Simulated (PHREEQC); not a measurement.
Make-up at 25 °C: 0.0004 mol/kgw CaSO4, 0.00018 mol/kgw NaF and 0.0097 mol/kgw MgSO4. Closed to the air; pH follows from the charge balance.

The numbers come from PHREEQC with the ion-association model, phreeqc.dat.

```json
{
 "pH": "6.90",
 "ionic_strength": "0.0275 mol/kgw",
 "specific_conductance": "1480 µS/cm"
}
```

```csv
species,molality,activity,log γ
SO4-2,0.00686,0.00371,-0.267
Mg+2,0.00653,0.00363,-0.255
MgSO4,0.00314,0.00315,0.003
Ca+2,0.000294,0.000161,-0.262
Na+,0.000177,0.000151,-0.067
F-,0.000145,0.000123,-0.071
CaSO4,0.000106,0.000106,0.003
MgF+,3.46e-5,2.96e-5,-0.068
```

This is a speciation only: nothing precipitates in the calculation.
